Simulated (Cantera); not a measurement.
An isothermal plug-flow reactor at 550 K and 1950 Torr (inlet), inlet velocity 0.68 m/s, active area per volume 110 1/m; feed 0.278 % H2, 4.11 % O2, 95.6 % N2, equivalence ratio 0.034.

Computed with Cantera and Deutschmann's 1995 Pt surface mechanism with GRI-Mech 3.0 gas chemistry. Catalytic surfaces can have several steady states; this one follows from the mechanism file's or the stated starting coverage. Mass transfer to the wall is taken as infinitely fast.

One state of this run: x H2 = 0.000588; x O2 = 0.0401; x H2O = 0.00220; θ free Pt = 0.0228; θ O* = 0.969; θ OH* = 0.00834. x: gas mole fraction; θ: surface coverage.

Which value of z (m) does it belong to?
A. 0.00024
B. 0.00014
C. 0.0014
D. 0.0076

D, 0.0076
